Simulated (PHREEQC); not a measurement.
Solution (25 °C): 3 mol NaCl, 0.54 mol Na2SO4 and 0.00011 mol H4SiO4 per kg of water. Closed to the air; pH follows from the charge balance.

Model: Pitzer model, pitzer.dat, run in PHREEQC.

Question: The ionic strength comes out as 4.62 mol/kgw. What activity coefficients do SO4-2, Na+, Cl- get?

Answer: SO4-2 0.015, Na+ 0.85, Cl- 0.59. Single-ion values are on the MacInnes scale.

This is a speciation only: nothing precipitates in the calculation. In brines, pH and single-ion activities rest on the MacInnes convention.
